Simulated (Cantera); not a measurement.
A Cantera script and what it prints.

```python
import numpy as np
import cantera as ct

gas_names = [...]  # 116 gases of nasa_gas.yaml made of C, H, Mg, O
cond_names = """
    C(gr) C6H6(L) C7H8(L) C8H18(L),n-octa H2O(s) H2O(L) Mg(cr) Mg(L) MgCO3(s) MgO(s) MgO(L) MgO2H2(s)
""".split()


# ... load() reads the species with a 1 bar reference pressure and builds the phases ...
atoms = {
    'Mg(OH)2': {'Mg': 1, 'O': 2, 'H': 2},
    'CO2': {'C': 1, 'O': 2},
    'H2O': {'H': 2, 'O': 1},
    'C': {'C': 1},
}
top_T = {'C(gr)': 4500}  # K; cautious upper limits of use, not melting points


# ... equilibrate(T, P, feed) seeds the gas with the atoms and calls Mixture.equilibrate('TP', solver="vcs", rtol=1e-11, max_steps=5000) ...
results = []
feed = {'Mg(OH)2': 1, 'CO2': 1.2, 'H2O': 0.53, 'C': 1.4}  # mol
P = 4400  # Pa
for T in [598, 798, 998, 1198, 1398, 1598, 1798]:
    mix = equilibrate(T, P, feed)
    results.append((T, P, feed, dict(zip(mix.species_names, mix.species_moles))))

top = {s: max(r[3][s] / sum(r[3][g] for g in gas_names) for r in results) for s in gas_names}
cols = sorted((s for s in top if top[s] > 0.0001), key=lambda s: -top[s])[:5]
seen = [c for c in cond_names if any(r[3].get(c, 0) > 1e-12 for r in results)]
print("log10 of partial pressures in bar; condensed amounts in mol")
print(f"{'T/K':>10s}" + "".join(f"{s[:9]:>10s}" for s in cols + seen))
for T, P, feed, n in results:
    ng = sum(n[g] for g in gas_names)
    print(f"{T:10.4g}" + "".join(f"{np.log10(max(n[s] / ng * P / 1e5, 1e-99)):10.3f}" for s in cols)
          + "".join(f"{n.get(c, 0):10.4g}" for c in seen))
```

It prints:

```
log10 of partial pressures in bar; condensed amounts in mol
       T/K       CO2        CO       H2O        H2       CH4     C(gr)    MgO(s)
       598    -1.659    -3.735    -1.787    -2.400    -2.801     1.058         1
       798    -1.830    -1.927    -2.412    -1.877    -3.612    0.2676         1
       998    -2.012    -1.745    -2.353    -1.926    -6.570         0         1
      1198    -2.085    -1.710    -2.225    -1.985    -8.812         0         1
      1398    -2.145    -1.687    -2.154    -2.032   -10.410         0         1
      1598    -2.192    -1.672    -2.111    -2.068   -11.601         0         1
      1798    -2.229    -1.662    -2.083    -2.096   -12.519         0    0.9999
```

These are equilibrium values from Cantera (NASA tables, ideal gas, pure condensed phases), not measurements of a reactor.
